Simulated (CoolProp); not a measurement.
A single-stage vapour-compression cycle with R134a: evaporating at 265.15 K (dew point), condensing at 292.15 K (bubble point), superheat 8 K, subcooling 2 K, compressor efficiency 0.85, no pressure losses. Each further row changes one setting.

Values from CoolProp's reference Helmholtz-energy equation of state, Tillner-Roth 1994.

```
case                              cooling COP  pressure ratio  discharge temperature (K)  refrigerating effect (kJ/kg)  volumetric capacity (kJ/m³)
--------------------------------  -----------  --------------  -------------------------  ----------------------------  ---------------------------
as stated                                7.49            2.55                      307.8                           177                         1850
evaporating temperature 270.15 K         9.55            2.11                      306.1                           181                         2250
condensing temperature 287.15 K          9.41            2.18                      301.7                           184                         1920
subcooling 7 K                           7.79            2.55                      307.8                           184                         1920
superheat 18 K                           7.50            2.55                      317.9                           186                         1850
compressor efficiency 0.75               6.61            2.55                      311.0                           177                         1850
```
